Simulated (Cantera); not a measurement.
**Premixed flame**

A freely propagating, adiabatic, planar premixed flame of 16.9 % H2, 16.9 % O2, 66.1 % N2, unburnt at 600 K and 128 Torr; mixture-averaged transport, grid criteria slope 0.08 and curve 0.16, no radiation.

Computed with Cantera and the H2/O2 subset of GRI-Mech 3.0, which has no nitrogen chemistry. Burning velocities carry a grid error of a few per cent, more on coarse grids. Lean hydrogen flames are cellular in practice and burn faster than this planar one.

```
z (mm)  T (K)  u (m/s)     x H2    x O2      x OH   x H2O2       x H    x H2O
------  -----  -------  -------  ------  --------  -------  --------  -------
-13.2     600     3.55    0.169   0.169     <1e-8    <1e-8     <1e-8    <1e-8
-8.79     600     3.55    0.169   0.169     <1e-8    <1e-8     <1e-8    <1e-8
-6.59     600     3.55    0.169   0.169     <1e-8    <1e-8     <1e-8    <1e-8
-4.40     600     3.55    0.169   0.170     <1e-8    <1e-8   5.38e-7  7.66e-7
-2.20     623     3.66    0.163   0.170   6.93e-5  2.02e-6  0.000404  0.00176
-1.10     773     4.47    0.135   0.165  0.000406  1.57e-6   0.00551   0.0177
0        1070     6.05   0.0619   0.135   0.00239  1.31e-6    0.0234   0.0820
1.10     1287     7.22   0.0181   0.102   0.00539  1.43e-6    0.0284    0.137
2.20     1399     7.80   0.0113  0.0949   0.00678  1.04e-6    0.0232    0.150
4.40     1518     8.41  0.00934  0.0925   0.00806  6.13e-7    0.0155    0.158
8.79     1629     8.96  0.00719  0.0913   0.00860  3.28e-7   0.00873    0.165
17.6     1723     9.41  0.00465  0.0910   0.00803  1.77e-7   0.00396    0.172
35.2     1789     9.73  0.00244  0.0913   0.00642  1.00e-7   0.00137    0.177
```
x: mole fraction of selected species; z is measured from the peak of heat release.

The laminar burning velocity is 355 cm/s and the thermal thickness comes out as 4.40 mm. The peak x(OH) comes out as 0.00861, the peak x(H2O2) is 2.34e-6 and the peak x(H) comes out as 0.0291. The grid points is 122.
